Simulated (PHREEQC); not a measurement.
Make-up at 10 °C: 52 mmol/kgw MnCl2. Closed to the air; pH follows from the charge balance.

The numbers come from PHREEQC with the ion-association model, phreeqc.dat.

| quantity | before | after |
|---|---|---|
| pH | 6.44 | 7.21 |
| ionic strength (mol/kgw) | 0.143 | 0.156 |

Q: Which change was made?
(A) diluted 10-fold with water
(B) MnCl2 from 0.052 to 0.0468 mol/kgw
(C) MnCl2 from 0.052 to 0.52 mol/kgw
(D) diluted 5-fold with water
(E) MnCl2 replaced by BaCl2 at the same molality

A: E, MnCl2 replaced by BaCl2 at the same molality

No solid was allowed to form. Constants without temperature data keep their 25 °C values here.
